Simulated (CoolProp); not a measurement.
Saturation properties of R245fa (Tc = 153.9 °C, pc = 3.651 MPa, ω = 0.378).

Model: reference Helmholtz-energy equation of state, Akasaka 2015, in CoolProp.

```json
[
 {"T (°C)": "21.15", "p (MPa)": "0.1286", "liquid cp (kJ/(kg K))": "1.308", "vapour Z": "0.9501"},
 {"T (°C)": "27.75", "p (MPa)": "0.1643", "liquid cp (kJ/(kg K))": "1.323", "vapour Z": "0.9409"},
 {"T (°C)": "34.35", "p (MPa)": "0.2073", "liquid cp (kJ/(kg K))": "1.340", "vapour Z": "0.9306"},
 {"T (°C)": "40.95", "p (MPa)": "0.2586", "liquid cp (kJ/(kg K))": "1.357", "vapour Z": "0.9192"},
 {"T (°C)": "47.55", "p (MPa)": "0.3191", "liquid cp (kJ/(kg K))": "1.376", "vapour Z": "0.9067"},
 {"T (°C)": "54.15", "p (MPa)": "0.3901", "liquid cp (kJ/(kg K))": "1.395", "vapour Z": "0.8928"},
 {"T (°C)": "60.75", "p (MPa)": "0.4724", "liquid cp (kJ/(kg K))": "1.416", "vapour Z": "0.8777"},
 {"T (°C)": "67.35", "p (MPa)": "0.5674", "liquid cp (kJ/(kg K))": "1.439", "vapour Z": "0.8612"}
]
```

It boils at 15.0 °C under 1 atm.
